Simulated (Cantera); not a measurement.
Equilibrium for silicon etching in halogen gases: Si + F₂ + N₂

Feed: 1 mol Si, 3.3 mol F₂, 8.5 mol N₂, equilibrated at 188 Torr.

These are equilibrium values from Cantera (NASA tables, ideal gas, pure condensed phases), not measurements of a reactor. Candidate condensed phases: Si, Si₃N₄; 16 gas species. Rates play no part.

```tsv
T (K)	x N₂	x F	x SiF₄	x F₂	x NF₃
1000	0.765	0.0573	0.0901	0.0852	0.00222
1050	0.754	0.0844	0.0888	0.0720	0.000817
1100	0.742	0.114	0.0873	0.0559	0.000284
1150	0.731	0.143	0.0860	0.0400	9.27e-5
1200	0.721	0.167	0.0848	0.0265	2.85e-5
1250	0.714	0.185	0.0840	0.0167	8.50e-6
1300	0.710	0.197	0.0835	0.0102	2.53e-6
1350	0.707	0.204	0.0832	0.00617	7.74e-7
1400	0.705	0.208	0.0830	0.00379	2.49e-7
1450	0.704	0.211	0.0828	0.00237	8.48e-8
```
x: gas mole fraction; nothing condenses.

From 1000 K to 1450 K nothing is condensed. The main Si-bearing gas is SiF₄ throughout.
